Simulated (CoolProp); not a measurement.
The fluid at 293.15 K and 0.256 MPa is compressed adiabatically to 0.751 MPa with isentropic efficiency 0.9. The same conditions are run with several fluids, on thermodynamics alone (safety and materials aside).

The numbers come from the reference Helmholtz-energy equation of state of each fluid (R410A: Lemmon 2003; R1132(E): Akasaka 2024; chlorine: Thol 2021; C2F6 (R116): Lemmon 2006) in CoolProp. Blends and air are pseudo-pure fits.

```json
[
 {"fluid": "R410A", "work (kJ/kg)": "41.4", "final temperature (K)": "347.0", "final density (kg/m³)": "20.0"},
 {"fluid": "R1132(E)", "work (kJ/kg)": "47.1", "final temperature (K)": "345.7", "final density (kg/m³)": "17.7"},
 {"fluid": "chlorine", "work (kJ/kg)": "45.2", "final temperature (K)": "390.0", "final density (kg/m³)": "17.1"},
 {"fluid": "C2F6 (R116)", "work (kJ/kg)": "21.1", "final temperature (K)": "323.2", "final density (kg/m³)": "41.1"}
]
```
